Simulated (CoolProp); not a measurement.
A closed Brayton cycle with carbon dioxide: compressor inlet 330.15 K and 7.7 MPa, high pressure 23.8 MPa, turbine inlet 825 K, compressor efficiency 0.85, turbine efficiency 0.9, recuperator effectiveness 0 (on enthalpy, no pinch check). Each further row changes one setting.

Values from CoolProp's reference Helmholtz-energy equation of state, Span 1996.

| case | thermal efficiency (%) | net work (kJ/kg) | compressor to turbine work | compressor exit (K) | turbine exit (K) |
|---|---|---|---|---|---|
| as stated | 15.6 | 80.0 | 0.45 | 432.0 | 691.3 |
| turbine inlet 775 K | 15.5 | 69.9 | 0.49 | 432.0 | ? |
| compressor inlet 340.15 K | 15.1 | ? | 0.49 | ? | 691.3 |
| high pressure 20.2 MPa | 13.7 | 71.9 | ? | ? | ? |
| recuperator effectiveness 0.5 | 21.9 | 80.0 | 0.45 | 432.0 | 691.3 |

### Question
Complete the blanks.

### Answer

- turbine inlet 775 K, turbine exit (K): 646.1
- compressor inlet 340.15 K, net work (kJ/kg): 73.9
- compressor inlet 340.15 K, compressor exit (K): 446.8
- high pressure 20.2 MPa, compressor to turbine work: 0.43
- high pressure 20.2 MPa, compressor exit (K): 416.6
- high pressure 20.2 MPa, turbine exit (K): 710.1
